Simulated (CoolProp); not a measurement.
Vapour pressure (bar) of R1233zd(E): the reference equation beside estimates from Tc = 438.9 K, pc = 35.83 bar, ω = 0.304.

Model: reference Helmholtz-energy equation of state, Akasaka 2022, in CoolProp.

```csv
T (K),reference,Lee-Kesler,van der Waals,Redlich-Kwong,Soave-Redlich-Kwong,Peng-Robinson
265,0.3350,0.3260,3.229,0.7842,0.3287,0.3364
272.8,0.4777,0.4677,3.806,1.054,0.4704,0.4784
280.7,0.6683,0.6581,4.458,1.393,0.6603,0.6677
288.5,0.9114,0.9021,5.172,1.801,0.9035,0.9092
296.4,1.224,1.217,5.968,2.299,1.217,1.220
304.2,1.609,1.606,6.830,2.882,1.605,1.603
312.1,2.090,2.092,7.782,3.575,2.090,2.081
319.9,2.666,2.675,8.802,4.369,2.674,2.655
327.8,3.366,3.384,9.921,5.294,3.385,3.354
335.6,4.188,4.214,11.11,6.335,4.220,4.175
343.5,5.166,5.202,12.41,7.527,5.217,5.154
351.3,6.293,6.337,13.77,8.849,6.366,6.284
359.1,7.596,7.646,15.23,10.32,7.696,7.593
```

Absolute difference from the reference over all 13 rows, mean and median: Lee-Kesler 0.9 and 0.7 %, van der Waals 348.4 and 272.3 %, Redlich-Kwong 76.4 and 71.1 %, Soave-Redlich-Kwong 0.9 and 0.9 %, Peng-Robinson 0.3 and 0.3 %.
